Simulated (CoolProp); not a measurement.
C3F8 (R218) along the isotherm 210.2 K: Z from the reference equation and from simpler models built on Tc = 345.0 K, pc = 26.40 bar, ω = 0.317; each cubic takes its own stable root.

Values from CoolProp's reference Helmholtz-energy equation of state, Lemmon 2006. It is a short technical equation, of lower accuracy than the large ones.

```
p (bar)   phase  reference
-------  ------  ---------
0.417    liquid   0.002624
0.63     liquid   0.003964
0.95     liquid   0.005976
1.43     liquid   0.008995
2.16     liquid    0.01359
3.26     liquid    0.02050
4.92     liquid    0.03093
7.42     liquid    0.04662
11.2     liquid    0.07032
16.9     liquid     0.1060
25.5     liquid     0.1597
38.4     liquid     0.2399
58       liquid     0.3610
87.5     liquid     0.5420
132      liquid     0.8119
```

Task: How far does each simpler model (van der Waals, Redlich-Kwong, Soave-Redlich-Kwong, Peng-Robinson) lie from the reference over these 15 states: mean and median of the absolute difference, and the worst?

Result: 
- van der Waals: mean 6380.5 %, median 60.7 %, worst +37441.9 % at 210.2 K and 0.417 bar
- Redlich-Kwong: mean 4107.1 %, median 9.5 %, worst +37190.4 % at 210.2 K and 0.417 bar
- Soave-Redlich-Kwong: mean 5.1 %, median 5.3 %, worst +5.4 % at 210.2 K and 0.417 bar
- Peng-Robinson: mean 6.7 %, median 6.6 %, worst -7.2 % at 210.2 K and 132 bar

At some of these states van der Waals, Redlich-Kwong gives the other phase, because its saturation line lies elsewhere.
